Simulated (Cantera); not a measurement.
An adiabatic, constant-volume homogeneous reactor starts with CH4 : O2 : N2 = 1 : 0.952 : 3.58 (molar parts), equivalence ratio 2.1, at 1225 K and 22.0 bar. Integrator tolerance rtol = 1e-08.

Computed with Cantera and GRI-Mech 3.0 (53 species, 325 reactions). The pressure lies above the range GRI-Mech 3.0 was tuned for (to about 10 atm).

Task: What does this change do: 0.096 parts H2 added?

Result: 
| quantity | before | after |
|---|---|---|
| time of steepest temperature rise | 1.99 ms | 0.579 ms |
| temperature at 1.00 s | 2571 K | 2555 K |
| equilibrium temperature | 2571 K | 2555 K |
| x(CH4) at 1.00 s | 4.86e-8 (gas-phase equilibrium 5.37e-8) | 6.05e-8 (gas-phase equilibrium 6.70e-8) |
| x(O2) at 1.00 s | 5.87e-7 (gas-phase equilibrium 5.87e-7) | 4.47e-7 (gas-phase equilibrium 4.47e-7) |
| x(C2H2) at 1.00 s | 1.20e-10 (gas-phase equilibrium 1.32e-10) | 1.42e-10 (gas-phase equilibrium 1.56e-10) |
| x(C2H4) at 1.00 s | <1e-12 (gas-phase equilibrium <1e-12) | <1e-12 (gas-phase equilibrium <1e-12) |
| x(CH2) at 1.00 s | 1.69e-10 (gas-phase equilibrium 1.86e-10) | 1.75e-10 (gas-phase equilibrium 1.93e-10) |

Task: What does this change do: 0.12 parts H2O added?

Result: 
```
quantity                                                              before                                      after
---------------------------------  -----------------------------------------  -----------------------------------------
time of steepest temperature rise                                    1.99 ms                                    1.98 ms
temperature at 1.00 s                                                 2571 K                                     2541 K
equilibrium temperature                                               2571 K                                     2541 K
x(CH4) at 1.00 s                     4.86e-8 (gas-phase equilibrium 5.37e-8)    4.51e-8 (gas-phase equilibrium 4.98e-8)
x(O2) at 1.00 s                      5.87e-7 (gas-phase equilibrium 5.87e-7)    5.69e-7 (gas-phase equilibrium 5.69e-7)
x(C2H2) at 1.00 s                  1.20e-10 (gas-phase equilibrium 1.32e-10)  8.78e-11 (gas-phase equilibrium 9.67e-11)
x(C2H4) at 1.00 s                      <1e-12 (gas-phase equilibrium <1e-12)      <1e-12 (gas-phase equilibrium <1e-12)
x(CH2) at 1.00 s                   1.69e-10 (gas-phase equilibrium 1.86e-10)  1.24e-10 (gas-phase equilibrium 1.37e-10)
```

Task: What does this change do: constant pressure in place of constant volume?

Result: 
| quantity | before | after |
|---|---|---|
| time of steepest temperature rise | 1.99 ms | 2.13 ms |
| temperature at 1.00 s | 2571 K | 2252 K |
| equilibrium temperature | 2571 K | 2252 K |
| x(CH4) at 1.00 s | 4.86e-8 (gas-phase equilibrium 5.37e-8) | 3.33e-8 (gas-phase equilibrium 3.71e-8) |
| x(O2) at 1.00 s | 5.87e-7 (gas-phase equilibrium 5.87e-7) | 4.96e-8 (gas-phase equilibrium 4.96e-8) |
| x(C2H2) at 1.00 s | 1.20e-10 (gas-phase equilibrium 1.32e-10) | 2.58e-11 (gas-phase equilibrium 2.86e-11) |
| x(C2H4) at 1.00 s | <1e-12 (gas-phase equilibrium <1e-12) | <1e-12 (gas-phase equilibrium <1e-12) |
| x(CH2) at 1.00 s | 1.69e-10 (gas-phase equilibrium 1.86e-10) | 1.33e-11 (gas-phase equilibrium 1.47e-11) |
